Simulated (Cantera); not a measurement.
An isothermal, constant-pressure homogeneous reactor starts with CH4 : N2 = 1 : 50 (molar parts), at 1448 K and 0.240 bar. Integrator tolerance rtol = 1e-08.

Computed with Cantera and GRI-Mech 3.0 (53 species, 325 reactions). GRI-Mech 3.0 stops at C3 and has no aromatics, soot or wall deposition, so with more carbon than oxygen in the feed, carbon stays in small species such as C2H2 where larger ones or solid carbon would form.

### Question
What does this change do: temperature 1448 to 1023 K?

### Answer
```tsv
quantity	before	after
x(CH4) at 1.00 s	0.0161 (gas-phase equilibrium 6.37e-5)	0.0196 (gas-phase equilibrium 0.0114)
x(H) at 1.00 s	5.91e-7 (gas-phase equilibrium 3.21e-6)	<1e-12 (gas-phase equilibrium 9.19e-10)
x(C2H4) at 1.00 s	0.000288 (gas-phase equilibrium 4.32e-6)	<1e-12 (gas-phase equilibrium 0.000464)
x(CH2) at 1.00 s	3.16e-9 (gas-phase equilibrium 1.24e-11)	<1e-12 (gas-phase equilibrium <1e-12)
x(CH3) at 1.00 s	3.75e-5 (gas-phase equilibrium 1.43e-7)	1.15e-9 (gas-phase equilibrium 1.57e-8)
x(C2H2) at 1.00 s	0.00138 (gas-phase equilibrium 0.00129)	<1e-12 (gas-phase equilibrium 0.000537)
```

### Question
What does this change do: pressure from 0.240 bar to 0.0160 bar?

### Answer
```
quantity                                             before                                     after
-----------------  ----------------------------------------  ----------------------------------------
x(CH4) at 1.00 s     0.0161 (gas-phase equilibrium 6.37e-5)    0.0194 (gas-phase equilibrium 4.28e-6)
x(H) at 1.00 s      5.91e-7 (gas-phase equilibrium 3.21e-6)   9.53e-8 (gas-phase equilibrium 1.25e-5)
x(C2H4) at 1.00 s  0.000288 (gas-phase equilibrium 4.32e-6)   5.27e-5 (gas-phase equilibrium 2.90e-7)
x(CH2) at 1.00 s   3.16e-9 (gas-phase equilibrium 1.24e-11)  6.07e-9 (gas-phase equilibrium 1.24e-11)
x(CH3) at 1.00 s    3.75e-5 (gas-phase equilibrium 1.43e-7)   5.86e-5 (gas-phase equilibrium 3.72e-8)
x(C2H2) at 1.00 s   0.00138 (gas-phase equilibrium 0.00129)   7.74e-6 (gas-phase equilibrium 0.00130)
```
Radical loss at walls, strong at low pressure, is not modelled.
